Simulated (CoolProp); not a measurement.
A simple Rankine cycle with cyclohexane: condensing at 289.15 K, boiler at 0.81 MPa, turbine inlet 483.2 K, turbine efficiency 0.85, pump efficiency 0.6, no recuperator. Each further row changes one setting.

Computed with CoolProp (reference Helmholtz-energy equation of state, Zhou 2014).

```csv
case,thermal efficiency (%),net work (kJ/kg),heat in (kJ/kg),turbine exit temperature (K),volume ratio over the turbine
as stated,22.1,157,711,…,…
turbine inlet 503.2 K,21.9,166,758,414.8,86.6
condensing temperature 281.15 K,23.4,170,726,386.4,128
boiler pressure 0.567 MPa,…,148,718,…,59.8
turbine efficiency 0.75,19.5,139,711,404.2,89.5
```

**Question.** Fill in the missing entries.

**Answer.** 
- as stated, turbine exit temperature (K): 393.7
- as stated, volume ratio over the turbine: 87.1
- boiler pressure 0.567 MPa, thermal efficiency (%): 20.7
- boiler pressure 0.567 MPa, turbine exit temperature (K): 402.3
